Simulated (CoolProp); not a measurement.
Properties of ammonia along the isotherm 162.25 °C (Tc = 132.4 °C, pc = 113.6 bar, ω = 0.256).

Values from CoolProp's reference Helmholtz-energy equation of state, Gao 2020.

| p (bar) | phase | Z | Joule-Thomson coefficient (K/MPa) | isothermal compressibility (1/MPa) | viscosity (µPa s) | conductivity (mW/(m K)) |
|---|---|---|---|---|---|---|
| 0.539 | gas | 0.9986 | 8.336 | 18.58 | 15.4 | 42.6 |
| 0.871 | gas | 0.9978 | 8.332 | 11.51 | 15.4 | 42.6 |
| 1.41 | gas | 0.9964 | 8.326 | 7.118 | 15.4 | 42.6 |
| 2.27 | gas | 0.9943 | 8.316 | 4.431 | 15.3 | 42.7 |
| 3.67 | gas | 0.9907 | 8.301 | 2.750 | 15.3 | 42.8 |
| 5.93 | gas | 0.9849 | 8.275 | 1.712 | 15.3 | 43.0 |
| 9.59 | gas | 0.9755 | 8.234 | 1.069 | 15.3 | 43.3 |
| 15.5 | gas | 0.9601 | 8.166 | 0.6726 | 15.3 | 43.9 |
| 25 | gas | 0.9347 | 8.054 | 0.4290 | 15.3 | 44.9 |
| 40.4 | gas | 0.8918 | 7.862 | 0.2796 | 15.4 | 47.0 |
| 65.3 | gas | 0.8171 | 7.519 | 0.1917 | 15.7 | 51.8 |
| 106 | gas | 0.6753 | 6.782 | 0.1518 | 16.9 | 66.5 |
| 170 | supercritical | 0.3787 | 3.934 | 0.1669 | 26.9 | 154 |

Viscosity comes from a separate model (Fenghour 1995). Thermal conductivity comes from a separate model (Tufeu 1984).
